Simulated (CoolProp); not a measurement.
Vapour-liquid equilibrium of R143a (1) + R236FA (2) at 297.7 K; x and y are mole fractions of (1).

Values from CoolProp's multi-fluid Helmholtz-energy mixture model, Lemmon and Jacobsen 2000 and Pan 2012; pair parameters Bell 2016.

```json
[
 {"x": "0.05", "bubble pressure (kPa)": "305.4", "y at the bubble point": "0.155", "dew pressure at overall composition x (kPa)": "279.0", "liquid density (mol/L)": "9.061"},
 {"x": "0.125", "bubble pressure (kPa)": "364.0", "y at the bubble point": "0.332", "dew pressure at overall composition x (kPa)": "297.4", "liquid density (mol/L)": "9.224"},
 {"x": "0.2", "bubble pressure (kPa)": "425.3", "y at the bubble point": "0.466", "dew pressure at overall composition x (kPa)": "318.5", "liquid density (mol/L)": "9.390"},
 {"x": "0.275", "bubble pressure (kPa)": "489.3", "y at the bubble point": "0.570", "dew pressure at overall composition x (kPa)": "342.7", "liquid density (mol/L)": "9.558"},
 {"x": "0.35", "bubble pressure (kPa)": "556.0", "y at the bubble point": "0.653", "dew pressure at overall composition x (kPa)": "371.0", "liquid density (mol/L)": "9.727"},
 {"x": "0.425", "bubble pressure (kPa)": "625.4", "y at the bubble point": "0.721", "dew pressure at overall composition x (kPa)": "404.3", "liquid density (mol/L)": "9.897"},
 {"x": "0.5", "bubble pressure (kPa)": "697.4", "y at the bubble point": "0.778", "dew pressure at overall composition x (kPa)": "444.1", "liquid density (mol/L)": "10.07"},
 {"x": "0.575", "bubble pressure (kPa)": "771.9", "y at the bubble point": "0.825", "dew pressure at overall composition x (kPa)": "492.6", "liquid density (mol/L)": "10.24"},
 {"x": "0.65", "bubble pressure (kPa)": "849.1", "y at the bubble point": "0.866", "dew pressure at overall composition x (kPa)": "552.8", "liquid density (mol/L)": "10.41"},
 {"x": "0.725", "bubble pressure (kPa)": "929.0", "y at the bubble point": "0.901", "dew pressure at overall composition x (kPa)": "629.7", "liquid density (mol/L)": "10.57"},
 {"x": "0.8", "bubble pressure (kPa)": "1012", "y at the bubble point": "0.932", "dew pressure at overall composition x (kPa)": "730.9", "liquid density (mol/L)": "10.73"},
 {"x": "0.875", "bubble pressure (kPa)": "1097", "y at the bubble point": "0.959", "dew pressure at overall composition x (kPa)": "869.3", "liquid density (mol/L)": "10.88"},
 {"x": "0.95", "bubble pressure (kPa)": "1186", "y at the bubble point": "0.984", "dew pressure at overall composition x (kPa)": "1067", "liquid density (mol/L)": "11.01"}
]
```

No azeotrope shows between x = 0.05 and 0.95.

The pair parameters rest on a limited set of measurements; away from them the model extrapolates.
